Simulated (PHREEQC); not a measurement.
0.44 g of hydrous ferric oxide (600 m²/g; 0.2 weak and 0.005 strong sites per Fe, Dzombak-Morel constants, diffuse double layer) in 1 kg of water with 0.01 mol/kgw of an inert sodium salt and 3.3e-06 mol/kgw MnCl2, at 25 °C; the pH is set by adding NaOH or the inert anion's acid. No oxygen is let in. No CO2 enters from the air. Nothing may precipitate in this run.

Computed with PHREEQC (ion-association model, wateq4f.dat).

| pH | Mn sorbed (%) | surface charge σ (C/m²) | surface potential ψ (mV) |
|---|---|---|---|
| 4 | 0.0 | 0.217 | 185 |
| 4.67 | 0.0 | 0.144 | 164 |
| 5.33 | 0.4 | ___ | ___ |
| 6 | 6.4 | 0.050 | 110 |
| 6.67 | 52.4 | 0.025 | 78 |
| 7.33 | 94.9 | 0.011 | 43 |
| 8 | 99.7 | 0.001 | ___ |
| 8.67 | 100.0 | -0.007 | -31 |
| 9.33 | 100.0 | -0.020 | -66 |
| 10 | 100.0 | -0.040 | -100 |
| 10.67 | 100.0 | ___ | -129 |
| 11.33 | 100.0 | -0.131 | ___ |
| 12 | 100.0 | -0.228 | -168 |

Question: Fill in the missing entries.

Answer: 
- 5.33, surface charge σ (C/m²): 0.088
- 5.33, surface potential ψ (mV): 139
- 8, surface potential ψ (mV): 6
- 10.67, surface charge σ (C/m²): -0.075
- 11.33, surface potential ψ (mV): -154

Species that the database lacks are ignored.
